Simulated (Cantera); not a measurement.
A closed system holds: 1 mol Fe(CO)5, 0.18 mol H2, equilibrated at 52.0 Pa.

Method: chemical equilibrium by Gibbs-energy minimisation in Cantera with the NASA 1993 tables (ideal gas, pure condensed phases). Candidate condensed phases: C, C6H6, C7H8, C8H18, Fe, Fe(CO)5, FeO, Fe(OH)2, Fe(OH)3, Fe2O3, Fe3O4, H2O; 114 gas species. Kinetics and transport are ignored.

log p: log10 of the partial pressure in bar; n: condensed amount in mol.

| T (K) | log p CO | log p H2 | log p CO2 | log p H | n Fe(α) | n Fe(γ) |
|---|---|---|---|---|---|---|
| 1100 | -3.30 | -4.74 | -7.65 | [?] | 1.00 | 0 |
| 1150 | -3.30 | -4.74 | -8.00 | [?] | 1.00 | 0 |
| 1200 | -3.30 | -4.74 | -8.32 | [?] | 0 | 1.00 |
| 1250 | -3.30 | -4.74 | -8.62 | [?] | 0 | 1.000 |
| 1300 | -3.30 | -4.74 | -8.89 | [?] | 0 | 1.000 |
| 1350 | -3.30 | -4.74 | -9.13 | [?] | 0 | 1.000 |
| 1400 | -3.30 | -4.74 | -9.36 | [?] | 0 | 1.000 |

Some entries are withheld; supply them.


- 1100, log p H: -9.96
- 1150, log p H: -9.50
- 1200, log p H: -9.08
- 1250, log p H: -8.69
- 1300, log p H: -8.33
- 1350, log p H: -7.99
- 1400, log p H: -7.68
